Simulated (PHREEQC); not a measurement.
1 kg of water meets 20 L of dry gas (CO2 0.63, CH4 0.37 by moles) at fixed total pressure, at 25 °C; fugacities by Peng-Robinson. The gases take part in no redox reaction, some water evaporates into the gas, and hydrates or a liquid gas phase aren't modelled. Nothing may precipitate in this run.

All values are PHREEQC results (ion-association model, phreeqc.dat), not measurements.

```tsv
P (atm)	dissolved CO2 (all carbonate carbon) (mol/kgw)	φ of CO2	p of CO2 (atm)	dissolved CH4 (mol/kgw)	φ of CH4	p of CH4 (atm)
1	0.0205	0.994	0.601	0.000578	0.998	0.367
2	0.0413	0.989	1.22	0.00117	0.996	0.746
3	[?]	0.984	1.84	0.00176	0.994	1.12
5	[?]	0.973	3.09	0.00292	0.990	1.88
7.5	[?]	0.959	4.64	0.00436	0.985	2.83
10	[?]	0.946	6.20	0.00576	0.980	3.77
15	[?]	0.920	9.31	0.00851	0.971	5.66
20	0.373	0.894	12.4	0.0112	0.962	7.54
30	0.525	0.843	18.7	0.0162	0.945	11.3
40	0.653	0.794	24.9	0.0209	0.930	15.0
```

**Question.** What belongs in the gaps?

**Answer.** 
- 3, dissolved CO2 (all carbonate carbon) (mol/kgw): 0.0618
- 5, dissolved CO2 (all carbonate carbon) (mol/kgw): 0.102
- 7.5, dissolved CO2 (all carbonate carbon) (mol/kgw): 0.151
- 10, dissolved CO2 (all carbonate carbon) (mol/kgw): 0.199
- 15, dissolved CO2 (all carbonate carbon) (mol/kgw): 0.289
